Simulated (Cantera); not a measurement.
A closed system holds: 1 mol Ta, 0.13 mol H2O, 0.36 mol O2, held at 2477 °C and 0.000460 bar.

Equilibrium computed with Cantera from the NASA thermochemical tables; the gas is ideal and each condensed phase is pure. Candidate condensed phases: H2O, Ta, Ta2O5; 12 gas species. Condensed phases not in the tables: N, O or C dissolved in the metal. Rates play no part.

Base state: TaO 0.479, H 0.276, TaO2 0.234, H2 0.00748, O 0.00312, OH 0.000134, Ta 6.97e-5, H2O 1.35e-5 (mole fractions); condensed: Ta(s).

What changes in the equilibrium state with this change: temperature from 2477 °C to 2075 °C?


```csv
species,before,after
H2,0.00748,0.338
H,0.276,0.335
TaO2,0.234,0.265
TaO,0.479,0.0602
Ta,6.97e-5,1.99e-7
H2O,1.35e-5,0.00186
"Ta(s), mol",0.362,0.637
"Ta2O5(l), mol",0,0.140
```
Mutual solubility and eutectic melting of coexisting phases are not modelled.

What changes in the equilibrium state with this change: pressure from 0.000460 bar to 0.0100 bar?


| species | before | after |
|---|---|---|
| TaO2 | 0.234 | 0.541 |
| H | 0.276 | 0.208 |
| TaO | 0.479 | 0.156 |
| H2 | 0.00748 | 0.0922 |
| H2O | 1.35e-5 | 0.00118 |
| Ta | 6.97e-5 | 3.21e-6 |
| OH | 0.000134 | 0.000713 |
| Ta(s), mol | 0.362 | 0.528 |
| Ta2O5(l), mol | 0 | 0.00673 |
Mutual solubility and eutectic melting of coexisting phases are not modelled.
